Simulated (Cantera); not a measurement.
## Ignition delay

Mixture: 3.10 % CH4, 0.158 % H2, 13.1 % O2, 83.7 % N2, at 1.01 bar, adiabatic and at constant volume. Ignition delay is the time to a rise of 400 K.

Detailed kinetics in Cantera: GRI-Mech 3.0 (53 species, 325 reactions).

```tsv
T0 (K)	delay (ms)
1125	76.2
1200	28.8
1275	11.3
1350	4.71
1425	2.13
1500	1.06
1575	0.571
1650	0.331
1725	0.204
```

```yaml
apparent activation energy between 1575 and 1725 K: 160 kJ/mol
```
